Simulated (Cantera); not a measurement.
A closed system holds: 1 mol Al, a varied amount of HCl, 4.3 mol N2, equilibrated at 1350 K and 1330 Pa.

Equilibrium computed with Cantera from the NASA thermochemical tables; the gas is ideal and each condensed phase is pure. Candidate condensed phases: Al, AlCl3, AlN, NH4Cl; 20 gas species. The numbers say what is thermodynamically allowed, not how fast it happens.

Q: What share of the Al ends up in condensed phases as a function of n(HCl) (mol), at 0.028, 0.043, 0.067, 0.1, 0.16, 0.25, 0.38, 0.59?

A: 
| n(HCl) (mol) | Al condensed (%) | as |
|---|---|---|
| 0.028 | 99.3 | AlN(s) |
| 0.043 | 98.9 | AlN(s) |
| 0.067 | 98.3 | AlN(s) |
| 0.1 | 97.5 | AlN(s) |
| 0.16 | 95.9 | AlN(s) |
| 0.25 | 93.5 | AlN(s) |
| 0.38 | 90.1 | AlN(s) |
| 0.59 | 84.3 | AlN(s) |
